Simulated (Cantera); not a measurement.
## Equilibrium for oxide etching and cleaning by halides: CaO + HCl + H2

Input: 1 mol CaO, 6.8 mol HCl, 18 mol H2, at 5.00 Pa.

Equilibrium computed with Cantera from the NASA thermochemical tables; the gas is ideal and each condensed phase is pure. Candidate condensed phases: Ca, CaCl2, CaO, Ca(OH)2, H2O; 21 gas species. Mutual solubility and eutectic melting of coexisting phases are not modelled. Condensed phases not in the tables: oxide chlorides. The numbers say what is thermodynamically allowed, not how fast it happens.

| T (°C) | log p H2 | log p HCl | log p H2O | log p CaCl2 | log p H | n CaCl2(s) | n CaCl2(l) | n CaO(s) |
|---|---|---|---|---|---|---|---|---|
| 475 | -4.42 | -5.00 | -5.68 | -13.20 | -14.75 | 1.00 | 0 | 0 |
| 550 | -4.42 | -5.00 | -5.68 | -11.18 | -13.35 | 1.000 | 0 | 0 |
| 625 | -4.42 | -5.00 | -5.68 | -9.52 | -12.17 | 1.000 | 0 | 0 |
| 700 | -4.42 | -5.00 | -5.68 | -8.11 | -11.18 | 0.996 | 0 | 0 |
| 775 | -4.42 | -5.00 | -5.68 | -6.92 | -10.32 | 0 | 0.942 | 0 |
| 850 | -4.43 | -4.98 | -5.76 | -5.98 | -9.59 | 0 | 0.351 | 0.142 |
| 925 | -4.44 | -5.00 | -5.74 | -5.74 | -8.94 | 0 | 0 | 0.104 |
| 1000 | -4.44 | -5.01 | -5.70 | -5.70 | -8.37 | 0 | 0 | 0 |
| 1075 | -4.44 | -5.01 | -5.70 | -5.70 | -7.86 | 0 | 0 | 0 |
log p: log10 of the partial pressure in bar; n: condensed amount in mol.

From 475 °C to 700 °C the condensed part is CaCl2(s). At 775 °C the condensed part is CaCl2(l). At 850 °C the condensed part is CaCl2(l) + CaO(s). At 925 °C the condensed part is CaO(s). From 1000 °C to 1075 °C nothing is condensed.
